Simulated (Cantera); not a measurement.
Input (Python, Cantera) and output of one run.

```python
import numpy as np
import cantera as ct

gas_names = """
    Cu CuO Cu2 H HNO HNO2 HNO3 HO2 H2 H2O H2O2 N NH NH2 NH3 NH2OH NO NO2 NO3 N2 N2H2 N2H4 N2O O OH O2 O3
""".split()
cond_names = """
    Cu(cr) Cu(L) CuO(s) CuO2H2(s) Cu2O(s) Cu2O(L) H2O(s) H2O(L)
""".split()


# ... load() reads the species with a 1 bar reference pressure and builds the phases ...
atoms = {
    'Cu2O': {'Cu': 2, 'O': 1},
    'H2': {'H': 2},
    'N2': {'N': 2},
}
top_T = {'CuO(s)': 1390}  # K; cautious upper limits of use, not melting points


# ... equilibrate(T, P, feed) seeds the gas with the atoms and calls Mixture.equilibrate('TP', solver="vcs", rtol=1e-11, max_steps=5000) ...
results = []
T = 2223  # K
P = 13332.2  # Pa
for m in [240, 280, 340, 400, 470, 550, 650, 770, 900, 1100, 1300]:
    feed = {'Cu2O': 1, 'H2': m, 'N2': 0.38}  # mol
    mix = equilibrate(T, P, feed)
    results.append((T, P, feed, dict(zip(mix.species_names, mix.species_moles))))

top = {s: max(r[3][s] / sum(r[3][g] for g in gas_names) for r in results) for s in gas_names}
cols = sorted((s for s in top if top[s] > 1e-05), key=lambda s: -top[s])[:7]
seen = [c for c in cond_names if any(r[3].get(c, 0) > 1e-12 for r in results)]
print("log10 of partial pressures in bar; condensed amounts in mol")
print(f"{'n(H2)':>10s}" + "".join(f"{s[:9]:>10s}" for s in cols + seen))
for T, P, feed, n in results:
    ng = sum(n[g] for g in gas_names)
    print(f"{feed['H2']:10.4g}" + "".join(f"{np.log10(max(n[s] / ng * P / 1e5, 1e-99)):10.3f}" for s in cols)
          + "".join(f"{n.get(c, 0):10.4g}" for c in seen))
```

Output:

```
log10 of partial pressures in bar; condensed amounts in mol
     n(H2)        H2         H        Cu       H2O        N2        OH
       240    -0.889    -2.638    -2.963    -3.264    -3.684    -5.854
       280    -0.888    -2.637    -3.029    -3.331    -3.750    -5.921
       340    -0.887    -2.637    -3.113    -3.415    -3.834    -6.005
       400    -0.886    -2.637    -3.183    -3.485    -3.904    -6.075
       470    -0.886    -2.636    -3.252    -3.554    -3.973    -6.145
       550    -0.885    -2.636    -3.320    -3.622    -4.041    -6.213
       650    -0.885    -2.636    -3.392    -3.695    -4.114    -6.286
       770    -0.885    -2.636    -3.466    -3.768    -4.187    -6.359
       900    -0.884    -2.636    -3.533    -3.835    -4.255    -6.427
      1100    -0.884    -2.635    -3.620    -3.922    -4.341    -6.514
      1300    -0.884    -2.635    -3.693    -3.995    -4.414    -6.587
```

These are equilibrium values from Cantera (NASA tables, ideal gas, pure condensed phases), not measurements of a reactor.
